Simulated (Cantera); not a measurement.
Input: 1 mol FeS, 280 mol H₂, 0.29 mol H₂O, equilibrated at 475 °C and 0.345 Torr.

Method: chemical equilibrium by Gibbs-energy minimisation in Cantera with the NASA 1993 tables (ideal gas, pure condensed phases). Candidate condensed phases: Fe, FeO, Fe(OH)₂, Fe(OH)₃, FeS, FeSO₄, FeS₂, Fe₂O₃, Fe₂(SO₄)₃, Fe₃O₄, H₂O, H₂SO₄, S; 22 gas species. FeS: taken at fixed stoichiometry. The numbers say what is thermodynamically allowed, not how fast it happens.

Base state: H₂ 0.999, H₂O 0.00103, H₂S 7.70e-5 (mole fractions); condensed: Fe(α) + FeS(s).

Question: What changes in the equilibrium state with this change: temperature from 475 °C to 1550 °C?

Answer: 
```tsv
species	before	after
H₂	0.999	0.973
H	<1e-9	0.0199
Fe	<1e-9	0.00351
SH	<1e-9	0.00104
S	<1e-9	0.000948
Fe(α), mol	0.0216	0
FeS(s), mol	0.978	0
```

Question: What changes in the equilibrium state with this change: temperature from 475 °C to 1477 °C?

Answer: 
```csv
species,before,after
H₂,0.999,0.982
H,<1e-9,0.0107
Fe,<1e-9,0.00353
SH,<1e-9,0.000956
S₂,<1e-9,0.000649
S,<1e-9,0.000582
H₂S,7.70e-5,0.000690
"Fe(α), mol",0.0216,0
"FeS(s), mol",0.978,0
```
